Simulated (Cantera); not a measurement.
An isothermal, constant-pressure homogeneous reactor starts with NO : N₂ = 1 : 1.2 (molar parts), at 1623 K and 1.00 atm. Integrator tolerance rtol = 1e-08.

Computed with Cantera and GRI-Mech 3.0 (53 species, 325 reactions).

### Question
What does this change do: pressure from 1.00 atm to 0.0132 atm?

### Answer
| quantity | before | after |
|---|---|---|
| x(NO) at 6.00 s | 0.370 (gas-phase equilibrium 0.00220) | 0.453 (gas-phase equilibrium 0.00220) |
| x(NO₂) at 6.00 s | 0.000641 (gas-phase equilibrium 8.69e-6) | 1.97e-5 (gas-phase equilibrium 9.97e-7) |
| x(O) at 6.00 s | 4.05e-6 (gas-phase equilibrium 9.04e-6) | 1.49e-5 (gas-phase equilibrium 7.88e-5) |
| x(N₂) at 6.00 s | 0.587 (gas-phase equilibrium 0.772) | 0.546 (gas-phase equilibrium 0.772) |
| x(O₂) at 6.00 s | 0.0414 (gas-phase equilibrium 0.226) | 0.000674 (gas-phase equilibrium 0.226) |
| x(N₂O) at 6.00 s | 5.06e-5 (gas-phase equilibrium 1.30e-7) | 6.87e-5 (gas-phase equilibrium 1.49e-8) |
Radical loss at walls, strong at low pressure, is not modelled.

### Question
What does this change do: NO 1 to 3.1 parts?

### Answer
| quantity | before | after |
|---|---|---|
| x(NO) at 6.00 s | 0.370 (gas-phase equilibrium 0.00220) | 0.531 (gas-phase equilibrium 0.00252) |
| x(NO₂) at 6.00 s | 0.000641 (gas-phase equilibrium 8.69e-6) | 0.00137 (gas-phase equilibrium 1.26e-5) |
| x(O) at 6.00 s | 4.05e-6 (gas-phase equilibrium 9.04e-6) | 6.02e-6 (gas-phase equilibrium 1.14e-5) |
| x(N₂) at 6.00 s | 0.587 (gas-phase equilibrium 0.772) | 0.374 (gas-phase equilibrium 0.638) |
| x(O₂) at 6.00 s | 0.0414 (gas-phase equilibrium 0.226) | 0.0940 (gas-phase equilibrium 0.359) |
| x(N₂O) at 6.00 s | 5.06e-5 (gas-phase equilibrium 1.30e-7) | 0.000103 (gas-phase equilibrium 1.36e-7) |
